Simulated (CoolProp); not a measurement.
Vapour-liquid equilibrium of n-pentane (1) + acetone (2) at 0.168 MPa; x and y are mole fractions of (1).

Computed with CoolProp (multi-fluid Helmholtz-energy mixture model, Thol 2019 and Lemmon 2006; pair parameters Bell 2016).

| x | bubble temperature (°C) | y at the bubble point | dew temperature at overall composition x (°C) | liquid density (mol/L) |
|---|---|---|---|---|
| 0.05 | 64.5 | … | 70.2 | 12.35 |
| 0.125 | 57.7 | 0.416 | 67.9 | … |
| 0.2 | 53.7 | 0.515 | 65.5 | 11.55 |
| 0.275 | 51.4 | 0.572 | … | 11.14 |
| 0.35 | 50.0 | 0.609 | … | 10.75 |
| 0.425 | 49.1 | 0.635 | … | 10.37 |
| 0.5 | 48.6 | … | 54.3 | 10.02 |
| 0.575 | 48.2 | 0.677 | 51.3 | 9.698 |
| 0.65 | … | 0.698 | 48.7 | 9.398 |
| 0.725 | 47.8 | 0.725 | 47.8 | 9.119 |
| 0.8 | 48.0 | 0.762 | 48.3 | 8.861 |
| 0.875 | 48.5 | … | 49.4 | 8.618 |
| 0.95 | 50.0 | 0.907 | 50.8 | 8.384 |

Q: Fill in the missing entries.

A: 
- 0.05, y at the bubble point: 0.228
- 0.125, liquid density (mol/L): 11.96
- 0.275, dew temperature at overall composition x (°C): 62.9
- 0.35, dew temperature at overall composition x (°C): 60.2
- 0.425, dew temperature at overall composition x (°C): 57.3
- 0.5, y at the bubble point: 0.657
- 0.65, bubble temperature (°C): 47.9
- 0.875, y at the bubble point: 0.818

y crosses x between x = 0.725 and 0.8: the model has an azeotrope there.

The pair parameters rest on a limited set of measurements; away from them the model extrapolates.
